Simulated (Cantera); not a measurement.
Reactions in the system C-H

Source: NASA polynomial tables (part measured, part estimated), evaluated in Cantera. Values are per mole of reaction as written; species without (g) are pure solids or liquids, kept so even where they would boil at 1 bar.

2 C + 4 CH3(g) ⇌ 3 C2H4(g)

```
T (K)  ΔH° (kJ)  ΔS° (J/K)  ΔG° (kJ)  log10 K
-----  --------  ---------  --------  -------
300      -430.2     -129.8    -391.2    68.12
1623     -435.6     -149.1    -193.6     6.23
1673     -435.1     -148.8    -186.2     5.81
1723     -434.5     -148.5    -178.7     5.42
1773     -434.0     -148.2    -171.3     5.05
1823     -433.4     -147.9    -163.9     4.70
1873     -432.9     -147.6    -156.5     4.36
1923     -432.3     -147.2    -149.1     4.05
```

4 C2H6(g) + C ⇌ 3 C3H8(g)

| T (K) | ΔH° (kJ) | ΔS° (J/K) | ΔG° (kJ) | log10 K |
|---|---|---|---|---|
| 300 | 21.4 | -111.6 | 54.9 | -9.55 |
| 1623 | 36.0 | -93.9 | 188.4 | -6.06 |
| 1673 | 36.5 | -93.6 | 193.0 | -6.03 |
| 1723 | 36.9 | -93.3 | 197.7 | -5.99 |
| 1773 | 37.4 | -93.0 | 202.4 | -5.96 |
| 1823 | 37.9 | -92.8 | 207.0 | -5.93 |
| 1873 | 38.3 | -92.5 | 211.6 | -5.90 |
| 1923 | 38.8 | -92.3 | 216.3 | -5.87 |
